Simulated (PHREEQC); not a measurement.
Na2SO4 is added in steps, without added water, to 1 kg of water holding 0.019 mol/kgw FeCl3, 0.00037 mol/kgw NiCl2, 0.00061 mol/kgw NaF and 9.1e-05 mol/kgw NaCl, at 25 °C. Oxygen is held at 0.21 atm. The system is closed to CO2. The run lets Fe(OH)3(a), Ni(OH)2, Ni4(OH)6SO4, Jarosite-Na, Halite, Mirabilite, Morenosite precipitate or redissolve, and no other solid.

Base run: PHREEQC, ion-association model, wateq4f.dat. Each further column changes one thing. The table gives pH.

```tsv
Na2SO4 added (mol)	base	metal-ligand complexes left out	Davies equation for every ion	Debye-Hückel limiting law	all activity coefficients set to 1
0	2.19	2.11	2.26	2.30	2.20
0.015	2.04	1.79	2.07	2.20	1.92
0.03	2.06	1.76	2.07	2.18	2.01
0.045	2.10	1.80	2.11	2.22	2.08
0.06	2.13	1.86	2.14	2.28	2.14
0.075	2.15	1.91	2.17	2.35	2.19
0.09	2.18	1.96	2.19	2.44	2.23
0.105	2.20	2.01	2.21	2.54	2.26
0.12	2.22	2.05	2.23	2.54	2.29
```

Fluoro complexes past AlF4- and FeF3 are missing from the database.
